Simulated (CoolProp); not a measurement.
Vapour-liquid equilibrium of R13 (1) + propylene (2) at -71.55 °C; x and y are mole fractions of (1).

Model: multi-fluid Helmholtz-energy mixture model, Platzer 1990 and Lemmon 2013; pair parameters Bell 2016, in CoolProp. This equation is an older, rougher fit; its heat capacities, sound speeds and derivatives of the liquid may be far off and weren't checked against measurements.

| x | bubble pressure (kPa) | y at the bubble point | dew pressure at overall composition x (kPa) | liquid density (mol/L) |
|---|---|---|---|---|
| 0.05 | 45.46 | 0.379 | 30.86 | 15.12 |
| 0.15 | 71.17 | 0.635 | 34.21 | 15.01 |
| 0.25 | 90.40 | 0.736 | 38.36 | 14.89 |
| 0.35 | 105.1 | 0.791 | … | 14.78 |
| 0.45 | 116.8 | … | 50.58 | 14.66 |
| 0.55 | 126.7 | … | … | 14.56 |
| 0.65 | 135.6 | 0.885 | 73.55 | 14.46 |
| 0.75 | 144.2 | … | 93.88 | 14.37 |
| 0.85 | 152.9 | 0.942 | 123.9 | 14.28 |
| 0.95 | 162.1 | 0.978 | 155.1 | … |

Question: Fill in the missing entries.

Answer: 
- 0.35, dew pressure at overall composition x (kPa): 43.65
- 0.45, y at the bubble point: 0.829
- 0.55, y at the bubble point: 0.858
- 0.55, dew pressure at overall composition x (kPa): 60.03
- 0.75, y at the bubble point: 0.912
- 0.95, liquid density (mol/L): 14.22

No azeotrope shows between x = 0.05 and 0.95.

The pair parameters rest on a limited set of measurements; away from them the model extrapolates.
